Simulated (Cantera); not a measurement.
What does this Cantera script print?

```python
import numpy as np
import cantera as ct

gas_names = """
    CL CL2 H HCL H2 N NH NH2 NH3 N2 N2H2 N2H4 Si SiCL SiCL2 SiCL3 SiCL4 SiH SiHCL3 SiH2 SiH2CL2 SiH3
    SiH3CL SiH4 SiN Si2 Si2N Si3
""".split()
cond_names = """
    NH4CL(a) NH4CL(b) Si(cr) Si(L) Si3N4(a)
""".split()


# ... load() reads the species with a 1 bar reference pressure and builds the phases ...
atoms = {
    'SiHCl3': {'Si': 1, 'H': 1, 'CL': 3},
    'N2': {'N': 2},
    'H2': {'H': 2},
}
top_T = {'Si3N4(a)': 2400}  # K; cautious upper limits of use, not melting points


# ... equilibrate(T, P, feed) seeds the gas with the atoms and calls Mixture.equilibrate('TP', solver="vcs", rtol=1e-11, max_steps=5000) ...
results = []
T = 2025  # K
P = 133.322  # Pa
for m in [2.2, 3.1, 4.3, 5.9, 8.2, 11, 16, 22, 30, 41]:
    feed = {'SiHCl3': 1, 'N2': 39, 'H2': m}  # mol
    mix = equilibrate(T, P, feed)
    results.append((T, P, feed, dict(zip(mix.species_names, mix.species_moles))))
    x = sorted(zip(gas.X, gas.species_names), reverse=True)
    print(f"T = {T:g} K  P = {P:g} Pa  n(H2) = {m:g} mol  gas = {mix.phase_moles(0):.4g} mol")
    print("   x: " + "  ".join(f"{s} {v:.3e}" for v, s in x if v > 0.0001))
    print("   condensed (mol): " + ("  ".join(f"{mix.phase(i).name} {mix.phase_moles(i):.4g}"
          for i in range(1, mix.n_phases) if mix.phase_moles(i) > 1e-12) or "none"))
```

Output:

```
T = 2025 K  P = 133.322 Pa  n(H2) = 2.2 mol  gas = 43.97 mol
   x: N2 8.869e-01  H2 3.912e-02  HCL 3.410e-02  SiCL2 1.298e-02  H 1.043e-02  Si 8.201e-03  CL 6.747e-03  SiCL 1.362e-03
   condensed (mol): none
T = 2025 K  P = 133.322 Pa  n(H2) = 3.1 mol  gas = 44.96 mol
   x: N2 8.674e-01  H2 5.568e-02  HCL 3.628e-02  H 1.244e-02  SiCL2 1.152e-02  Si 9.144e-03  CL 6.017e-03  SiCL 1.355e-03
   condensed (mol): none
T = 2025 K  P = 133.322 Pa  n(H2) = 4.3 mol  gas = 46.26 mol
   x: N2 8.430e-01  H2 7.734e-02  HCL 3.810e-02  H 1.466e-02  SiCL2 1.002e-02  Si 1.002e-02  CL 5.362e-03  SiCL 1.322e-03
   condensed (mol): none
T = 2025 K  P = 133.322 Pa  n(H2) = 5.9 mol  gas = 47.98 mol
   x: N2 8.128e-01  H2 1.051e-01  HCL 3.946e-02  H 1.709e-02  Si 1.077e-02  SiCL2 8.507e-03  CL 4.764e-03  SiCL 1.264e-03
   condensed (mol): none
T = 2025 K  P = 133.322 Pa  n(H2) = 8.2 mol  gas = 50.42 mol
   x: N2 7.735e-01  H2 1.424e-01  HCL 4.029e-02  H 1.989e-02  Si 1.140e-02  SiCL2 6.924e-03  CL 4.178e-03  SiCL 1.173e-03  SiH 1.006e-04
   condensed (mol): none
T = 2025 K  P = 133.322 Pa  n(H2) = 11 mol  gas = 53.37 mol
   x: N2 7.307e-01  H2 1.839e-01  HCL 4.035e-02  H 2.261e-02  Si 1.177e-02  SiCL2 5.550e-03  CL 3.682e-03  SiCL 1.067e-03  SiH 1.180e-04
   condensed (mol): none
T = 2025 K  P = 133.322 Pa  n(H2) = 16 mol  gas = 58.59 mol
   x: N2 6.656e-01  H2 2.487e-01  HCL 3.934e-02  H 2.629e-02  Si 1.186e-02  SiCL2 3.932e-03  CL 3.087e-03  SiCL 9.016e-04  SiH 1.383e-04
   condensed (mol): none
T = 2025 K  P = 133.322 Pa  n(H2) = 22 mol  gas = 64.83 mol
   x: N2 6.016e-01  H2 3.135e-01  HCL 3.741e-02  H 2.951e-02  Si 1.156e-02  SiCL2 2.750e-03  CL 2.615e-03  SiCL 7.444e-04  SiH 1.513e-04
   condensed (mol): none
T = 2025 K  P = 133.322 Pa  n(H2) = 30 mol  gas = 73.1 mol
   x: N2 5.334e-01  H2 3.835e-01  HCL 3.462e-02  H 3.264e-02  Si 1.092e-02  CL 2.188e-03  SiCL2 1.818e-03  SiCL 5.883e-04  SiH 1.581e-04
   condensed (mol): none
T = 2025 K  P = 133.322 Pa  n(H2) = 41 mol  gas = 84.45 mol
   x: N2 4.617e-01  H2 4.579e-01  H 3.567e-02  HCL 3.105e-02  Si 9.962e-03  CL 1.796e-03  SiCL2 1.117e-03  SiCL 4.405e-04  SiH 1.576e-04
   condensed (mol): none
```

Cantera equilibrium calculation (NASA polynomials, part measured and part estimated; ideal gas, pure solids and liquids). The tables' values for SiCl, SiN, SiCl3 are old estimates; treat these amounts as uncertain. Gases not in the tables: Si2H6 and higher silanes.
